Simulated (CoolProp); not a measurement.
Computed with CoolProp (reference Helmholtz-energy equation of state, Lemmon 2006). It is a short technical equation, of lower accuracy than the large ones.

Task: For C3F8 (R218), give the phase and the density (kg/m³), cv (kJ/(kg K)), isothermal compressibility (1/MPa), viscosity (µPa s) at 350.2 K and 10.9 MPa; 407.6 K and 10.9 MPa.

Result: 
- 350.2 K and 10.9 MPa: supercritical; density 1220, cv 0.861, isothermal compressibility 0.0138, viscosity 131
- 407.6 K and 10.9 MPa: supercritical; density 928, cv 0.932, isothermal compressibility 0.0409, viscosity 70.8

Viscosity comes from a separate model (Huber 2003), an estimate that may be off by 10 % or more.
